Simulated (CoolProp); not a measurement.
Properties of isohexane along the isotherm 550 K (Tc = 497.7 K, pc = 3.043 MPa, ω = 0.280).

Computed with CoolProp (reference Helmholtz-energy equation of state, Lemmon 2006). It is a short technical equation, of lower accuracy than the large ones.

```json
[
 {"p (MPa)": "0.585", "phase": "gas", "density (kg/m³)": "11.58", "cp (kJ/(kg K))": "2.780", "isothermal compressibility (1/MPa)": "1.799"},
 {"p (MPa)": "1.17", "phase": "gas", "density (kg/m³)": "24.49", "cp (kJ/(kg K))": "2.832", "isothermal compressibility (1/MPa)": "0.9559"},
 {"p (MPa)": "1.76", "phase": "gas", "density (kg/m³)": "39.28", "cp (kJ/(kg K))": "2.904", "isothermal compressibility (1/MPa)": "0.6843"},
 {"p (MPa)": "2.34", "phase": "gas", "density (kg/m³)": "56.15", "cp (kJ/(kg K))": "3.003", "isothermal compressibility (1/MPa)": "0.5620"},
 {"p (MPa)": "2.93", "phase": "gas", "density (kg/m³)": "76.64", "cp (kJ/(kg K))": "3.150", "isothermal compressibility (1/MPa)": "0.4999"},
 {"p (MPa)": "3.51", "phase": "supercritical", "density (kg/m³)": "101.5", "cp (kJ/(kg K))": "3.369", "isothermal compressibility (1/MPa)": "0.4724"},
 {"p (MPa)": "4.1", "phase": "supercritical", "density (kg/m³)": "133.7", "cp (kJ/(kg K))": "3.707", "isothermal compressibility (1/MPa)": "0.4630"},
 {"p (MPa)": "4.68", "phase": "supercritical", "density (kg/m³)": "174.3", "cp (kJ/(kg K))": "4.156", "isothermal compressibility (1/MPa)": "0.4477"},
 {"p (MPa)": "5.27", "phase": "supercritical", "density (kg/m³)": "222.5", "cp (kJ/(kg K))": "4.444", "isothermal compressibility (1/MPa)": "0.3632"},
 {"p (MPa)": "5.85", "phase": "supercritical", "density (kg/m³)": "264.3", "cp (kJ/(kg K))": "4.279", "isothermal compressibility (1/MPa)": "0.2341"},
 {"p (MPa)": "6.44", "phase": "supercritical", "density (kg/m³)": "295.1", "cp (kJ/(kg K))": "4.025", "isothermal compressibility (1/MPa)": "0.1485"},
 {"p (MPa)": "7.02", "phase": "supercritical", "density (kg/m³)": "317.1", "cp (kJ/(kg K))": "3.845", "isothermal compressibility (1/MPa)": "0.1032"},
 {"p (MPa)": "7.61", "phase": "supercritical", "density (kg/m³)": "334.1", "cp (kJ/(kg K))": "3.720", "isothermal compressibility (1/MPa)": "0.07685"}
]
```
